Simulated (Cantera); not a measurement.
What does this Cantera script print?

```python
import numpy as np
import cantera as ct

gas_names = [...]  # 105 gases of nasa_gas.yaml made of C, H, N, Si
cond_names = """
    C(gr) C6H6(L) C7H8(L) C8H18(L),n-octa Si(cr) Si(L) SiC(b) Si3N4(a)
""".split()


# ... load() reads the species with a 1 bar reference pressure and builds the phases ...
atoms = {
    'Si3N4': {'Si': 3, 'N': 4},
    'C': {'C': 1},
    'H2': {'H': 2},
}
top_T = {'C(gr)': 4500, 'SiC(b)': 3050, 'Si3N4(a)': 2400}  # K; cautious upper limits of use, not melting points


# ... equilibrate(T, P, feed) seeds the gas with the atoms and calls Mixture.equilibrate('TP', solver="vcs", rtol=1e-11, max_steps=5000) ...
results = []
feed = {'Si3N4': 1, 'C': 0.52, 'H2': 0.091}  # mol
P = 370000  # Pa
for T in [2475, 2500, 2525, 2550, 2575, 2600, 2625, 2650, 2675, 2700, 2725, 2750, 2775, 2800]:
    mix = equilibrate(T, P, feed)
    results.append((T, P, feed, dict(zip(mix.species_names, mix.species_moles))))
    x = sorted(zip(gas.X, gas.species_names), reverse=True)
    print(f"T = {T:g} K  P = {P:g} Pa  gas = {mix.phase_moles(0):.4g} mol")
    print("   x: " + "  ".join(f"{s} {v:.3e}" for v, s in x if v > 1e-06))
    print("   condensed (mol): " + ("  ".join(f"{mix.phase(i).name} {mix.phase_moles(i):.4g}"
          for i in range(1, mix.n_phases) if mix.phase_moles(i) > 1e-12) or "none"))
```

Output:

```
T = 2475 K  P = 370000 Pa  gas = 2.097 mol
   x: N2 9.521e-01  H2 4.047e-02  HCN 2.946e-03  H 2.353e-03  Si 1.062e-03  HNC 3.351e-04  SiN 2.086e-04  Si2N 1.881e-04  Si2C 1.424e-04  SiH 1.129e-04  SiH2 3.779e-05  Si2 2.732e-05  C2H2,acetylene 2.006e-05  SiC2 1.306e-05  CN 9.569e-06  Si3 4.765e-06  C2N2 3.239e-06
   condensed (mol): Si(L) 2.483  SiC(b) 0.5126
T = 2500 K  P = 370000 Pa  gas = 2.098 mol
   x: N2 9.514e-01  H2 4.009e-02  HCN 3.313e-03  H 2.617e-03  Si 1.283e-03  HNC 3.880e-04  SiN 2.425e-04  Si2N 2.150e-04  Si2C 1.835e-04  SiH 1.306e-04  SiH2 4.100e-05  Si2 3.425e-05  C2H2,acetylene 2.489e-05  SiC2 1.910e-05  CN 1.252e-05  Si3 5.919e-06  C2N2 4.240e-06
   condensed (mol): Si(L) 2.483  SiC(b) 0.5116
T = 2525 K  P = 370000 Pa  gas = 2.099 mol
   x: N2 9.506e-01  H2 3.968e-02  HCN 3.715e-03  H 2.903e-03  Si 1.544e-03  HNC 4.476e-04  SiN 2.810e-04  Si2N 2.451e-04  Si2C 2.354e-04  SiH 1.505e-04  SiH2 4.436e-05  Si2 4.275e-05  C2H2,acetylene 3.071e-05  SiC2 2.773e-05  CN 1.629e-05  Si3 7.319e-06  C2N2 5.522e-06
   condensed (mol): Si(L) 2.483  SiC(b) 0.5105
T = 2550 K  P = 370000 Pa  gas = 2.1 mol
   x: N2 9.498e-01  H2 3.922e-02  HCN 4.153e-03  H 3.211e-03  Si 1.851e-03  HNC 5.145e-04  SiN 3.246e-04  Si2C 3.004e-04  Si2N 2.785e-04  SiH 1.730e-04  Si2 5.312e-05  SiH2 4.785e-05  SiC2 3.995e-05  C2H2,acetylene 3.769e-05  CN 2.109e-05  Si3 9.011e-06  C2N2 7.152e-06
   condensed (mol): Si(L) 2.483  SiC(b) 0.5092
T = 2575 K  P = 370000 Pa  gas = 2.101 mol
   x: N2 9.488e-01  H2 3.872e-02  HCN 4.629e-03  H 3.543e-03  Si 2.212e-03  HNC 5.893e-04  Si2C 3.814e-04  SiN 3.740e-04  Si2N 3.157e-04  SiH 1.980e-04  Si2 6.573e-05  SiC2 5.714e-05  SiH2 5.147e-05  C2H2,acetylene 4.600e-05  CN 2.716e-05  Si3 1.105e-05  C2N2 9.214e-06
   condensed (mol): Si(L) 2.483  SiC(b) 0.5077
T = 2600 K  P = 370000 Pa  gas = 2.103 mol
   x: N2 9.476e-01  H2 3.819e-02  HCN 5.144e-03  H 3.899e-03  Si 2.633e-03  HNC 6.727e-04  Si2C 4.819e-04  SiN 4.296e-04  Si2N 3.570e-04  SiH 2.259e-04  SiC2 8.114e-05  Si2 8.097e-05  C2H2,acetylene 5.584e-05  SiH2 5.519e-05  CN 3.480e-05  Si3 1.349e-05  C2N2 1.181e-05
   condensed (mol): Si(L) 2.483  SiC(b) 0.506
T = 2625 K  P = 370000 Pa  gas = 2.105 mol
   x: N2 9.464e-01  H2 3.760e-02  HCN 5.699e-03  H 4.280e-03  Si 3.124e-03  HNC 7.651e-04  Si2C 6.061e-04  SiN 4.922e-04  Si2N 4.026e-04  SiH 2.569e-04  SiC2 1.144e-04  Si2 9.935e-05  C2H2,acetylene 6.741e-05  SiH2 5.900e-05  CN 4.437e-05  Si3 1.640e-05  C2N2 1.507e-05
   condensed (mol): Si(L) 2.483  SiC(b) 0.5042
T = 2650 K  P = 370000 Pa  gas = 2.107 mol
   x: N2 9.449e-01  H2 3.697e-02  HCN 6.295e-03  H 4.685e-03  Si 3.695e-03  HNC 8.672e-04  Si2C 7.589e-04  SiN 5.623e-04  Si2N 4.529e-04  SiH 2.911e-04  SiC2 1.603e-04  Si2 1.214e-04  C2H2,acetylene 8.093e-05  SiH2 6.288e-05  CN 5.631e-05  Si3 1.987e-05  C2N2 1.912e-05  SiC 1.157e-06
   condensed (mol): Si(L) 2.482  SiC(b) 0.5021
T = 2675 K  P = 370000 Pa  gas = 2.11 mol
   x: N2 9.433e-01  H2 3.628e-02  HCN 6.932e-03  H 5.115e-03  Si 4.356e-03  HNC 9.795e-04  Si2C 9.461e-04  SiN 6.408e-04  Si2N 5.082e-04  SiH 3.287e-04  SiC2 2.231e-04  Si2 1.478e-04  C2H2,acetylene 9.664e-05  CN 7.113e-05  SiH2 6.679e-05  C2N2 2.416e-05  Si3 2.398e-05  SiC 1.606e-06  C2H 1.382e-06
   condensed (mol): Si(L) 2.482  SiC(b) 0.4997
T = 2700 K  P = 370000 Pa  gas = 2.113 mol
   x: N2 9.414e-01  H2 3.555e-02  HCN 7.611e-03  H 5.569e-03  Si 5.119e-03  Si2C 1.174e-03  HNC 1.102e-03  SiN 7.283e-04  Si2N 5.690e-04  SiH 3.699e-04  SiC2 3.086e-04  Si2 1.792e-04  C2H2,acetylene 1.148e-04  CN 8.944e-05  SiH2 7.072e-05  C2N2 3.038e-05  Si3 2.883e-05  SiC 2.215e-06  C2H 1.908e-06
   condensed (mol): Si(L) 2.481  SiC(b) 0.497
T = 2725 K  P = 370000 Pa  gas = 2.117 mol
   x: N2 9.393e-01  H2 3.476e-02  HCN 8.331e-03  H 6.048e-03  Si 5.998e-03  Si2C 1.452e-03  HNC 1.236e-03  SiN 8.257e-04  Si2N 6.355e-04  SiC2 4.242e-04  SiH 4.149e-04  Si2 2.166e-04  C2H2,acetylene 1.355e-04  CN 1.120e-04  SiH2 7.462e-05  C2N2 3.803e-05  Si3 3.454e-05  SiC 3.036e-06  C2H 2.617e-06
   condensed (mol): Si(L) 2.48  SiC(b) 0.4939
T = 2750 K  P = 370000 Pa  gas = 2.121 mol
   x: N2 9.368e-01  H2 3.392e-02  HCN 9.090e-03  Si 7.007e-03  H 6.550e-03  Si2C 1.787e-03  HNC 1.382e-03  SiN 9.338e-04  Si2N 7.082e-04  SiC2 5.797e-04  SiH 4.638e-04  Si2 2.607e-04  C2H2,acetylene 1.592e-04  CN 1.396e-04  SiH2 7.846e-05  C2N2 4.739e-05  Si3 4.124e-05  SiC 4.138e-06  C2H 3.563e-06  N 1.209e-06
   condensed (mol): Si(L) 2.478  SiC(b) 0.4903
T = 2775 K  P = 370000 Pa  gas = 2.126 mol
   x: N2 9.341e-01  H2 3.303e-02  HCN 9.888e-03  Si 8.163e-03  H 7.074e-03  Si2C 2.192e-03  HNC 1.539e-03  SiN 1.053e-03  SiC2 7.875e-04  Si2N 7.874e-04  SiH 5.167e-04  Si2 3.128e-04  C2H2,acetylene 1.859e-04  CN 1.733e-04  SiH2 8.219e-05  C2N2 5.879e-05  Si3 4.908e-05  SiC 5.606e-06  C2H 4.817e-06  N 1.459e-06
   condensed (mol): Si(L) 2.477  SiC(b) 0.4862
T = 2800 K  P = 370000 Pa  gas = 2.131 mol
   x: N2 9.310e-01  H2 3.208e-02  HCN 1.072e-02  Si 9.483e-03  H 7.619e-03  Si2C 2.678e-03  HNC 1.707e-03  SiN 1.186e-03  SiC2 1.064e-03  Si2N 8.735e-04  SiH 5.736e-04  Si2 3.741e-04  C2H2,acetylene 2.158e-04  CN 2.142e-04  SiH2 8.578e-05  C2N2 7.262e-05  Si3 5.821e-05  SiC 7.554e-06  C2H 6.468e-06  N 1.756e-06
   condensed (mol): Si(L) 2.475  SiC(b) 0.4815
```

Method: chemical equilibrium by Gibbs-energy minimisation in Cantera with the NASA 1993 tables (ideal gas, pure condensed phases). Mutual solubility and eutectic melting of coexisting phases are not modelled. The tables' values for SiN are old estimates; treat these amounts as uncertain. Gases not in the tables: Si2H6 and higher silanes.
